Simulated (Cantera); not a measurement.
Feed: 1 mol C3H8, 3.2 mol H2O, 0.72 mol N2, at 8.50 mbar.

These are equilibrium values from Cantera (NASA tables, ideal gas, pure condensed phases), not measurements of a reactor. Candidate condensed phases: C, C6H6, C7H8, C8H18, H2O; 136 gas species. Kinetics and transport are ignored. All values below are at 1225 K.

Base state: H2 0.645, CO 0.271, N2 0.0659, H2O 0.0142, CO2 0.00407 (mole fractions); condensed: gas only.

### Question
What changes in the equilibrium state with this change: H2O from 3.2 to 5.5 mol?

### Answer
| species | before | after |
|---|---|---|
| H2 | 0.645 | 0.565 |
| CO | 0.271 | 0.191 |
| H2O | 0.0142 | 0.154 |
| CO2 | 0.00407 | 0.0355 |
| N2 | 0.0659 | 0.0545 |
